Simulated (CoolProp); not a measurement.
Vapour-liquid equilibrium of propane (1) + isohexane (2) at -6.75 °C; x and y are mole fractions of (1).

The numbers come from the multi-fluid Helmholtz-energy mixture model, Lemmon 2009 and Lemmon 2006; pair parameters Bell 2016 in CoolProp.

Problem. Give the bubble pressure and the first vapour's composition at x = 0.15, 0.75, 0.95. Is there an azeotrope?

Solution. x = 0.15: 0.06406 MPa, y = 0.913; x = 0.75: 0.2861 MPa, y = 0.993; x = 0.95: 0.3633 MPa, y = 0.999. No azeotrope shows between x = 0.05 and 0.95.

Pair parameters are fitted to limited data, so mixtures are less certain than the pure fluids. The gap from Raoult's law changes sign with composition, which may be real or a fault of the pair parameters; it wasn't checked against measurements.
